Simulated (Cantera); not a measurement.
A diamond (100) surface in a fixed gas of H2 with x(CH4) = 0.003, x(CH3) = 4.7e-05, at 1075 K, 0.0158 atm; coverages are run to steady state.

Computed with Cantera and the Harris–Goodwin 1993 mechanism for the reconstructed diamond (100) surface.

One state of this run: growth (µm/h) = 0.111; θ c6HH = 0.539; θ c6H* = 0.0248; θ c6*H = 0.417; θ c6** = 0.0132; θ c6HM = 0.00418. θ: site fractions in the mechanism's names (c6HH fully hydrogenated, c6H* and c6*H radical sites, c6** diradical, c6HM methylated).

### Question
Which value of x(H) does it belong to?
A) 0.014
B) 0.00082
C) 0.027
D) 0.0001

### Answer
B, 0.00082
